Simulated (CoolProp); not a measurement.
A Linde-Hampson liquefier for nitrogen: isothermal reversible compression at 230 K from 1 atm to 25 MPa, throttling to 1 atm, return gas leaving the recuperator 0 K below the feed. Each further row changes one setting.

Values from CoolProp's reference Helmholtz-energy equation of state, Span 2000.

```
case                        liquid yield per pass  compression work (kJ/kg of gas)
--------------------------  ---------------------  -------------------------------
as stated                                   0.177                              366
high pressure 50 MPa                        0.183                              423
warm-end temperature 260 K                  0.127                              421
warm-end gap 5 K                            0.165                              366
```
